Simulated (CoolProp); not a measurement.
Properties of n-perfluorohexane along the isotherm 450 K.

Model: reference Helmholtz-energy equation of state, Gao 2022, in CoolProp.

| p (bar) | phase | Z | cp (kJ/(kg K)) | Joule-Thomson coefficient (K/MPa) | isothermal compressibility (1/MPa) | fugacity coefficient |
|---|---|---|---|---|---|---|
| 5.44 | gas | 0.8826 | 1.037 | 9.485 | 2.107 | 0.8938 |
| 10.9 | gas | 0.7345 | 1.111 | 12.93 | 1.349 | 0.7890 |
| 16.3 | gas | 0.5032 | 1.618 | 23.52 | 1.928 | 0.6826 |
| 21.8 | supercritical | 0.2056 | 1.646 | 4.402 | 0.2461 | 0.5543 |
| 27.2 | supercritical | 0.2362 | 1.415 | 2.191 | 0.1024 | 0.4663 |
| 32.7 | supercritical | 0.2716 | 1.341 | 1.442 | 0.06477 | 0.4064 |
| 38.1 | supercritical | 0.3072 | 1.303 | 1.059 | 0.04779 | 0.3646 |
| 43.5 | supercritical | 0.3427 | 1.279 | 0.8189 | 0.03794 | 0.3333 |
